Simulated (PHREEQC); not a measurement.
0.014 g of hydrous ferric oxide (600 m²/g; 0.2 weak and 0.005 strong sites per Fe, Dzombak-Morel constants, diffuse double layer) in 1 kg of water with 0.005 mol/kgw of an inert sodium salt, at 25 °C; the pH is set by adding NaOH or the inert anion's acid. O2 is buffered at 0.21 atm. The system is closed to CO2. Nothing may precipitate in this run.

Model: ion-association model, wateq4f.dat, run in PHREEQC.

| pH | surface charge σ (C/m²) | surface potential ψ (mV) |
|---|---|---|
| 4 | 0.182 | 194 |
| 4.5 | 0.131 | 177 |
| 5 | 0.090 | 158 |
| 5.5 | 0.059 | 137 |
| 6 | 0.037 | 114 |
| 6.5 | 0.023 | 89 |
| 7 | 0.013 | 62 |
| 7.5 | 0.006 | 34 |
| 8 | 0.001 | 6 |
| 8.5 | -0.004 | -22 |
| 9 | -0.009 | -50 |
| 9.5 | -0.018 | -77 |
| 10 | -0.030 | -103 |
